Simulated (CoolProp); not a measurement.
Values from CoolProp's reference Helmholtz-energy equation of state, de Reuck 1993.

Question: For methanol, give the phase and the cv (kJ/(kg K)), Joule-Thomson coefficient (K/MPa), conductivity (mW/(m K)) at 511.3 K and 0.765 MPa; 528 K and 0.765 MPa; 586.5 K and 0.765 MPa.

Answer: 
- 511.3 K and 0.765 MPa: gas; cv 1.74, Joule-Thomson coefficient 11.7, conductivity 41.1
- 528 K and 0.765 MPa: gas; cv 1.77, Joule-Thomson coefficient 9.84, conductivity 43.4
- 586.5 K and 0.765 MPa: gas; cv 1.87, Joule-Thomson coefficient 5.24, conductivity 51.8

Thermal conductivity comes from a separate model (Sykioti 2013).
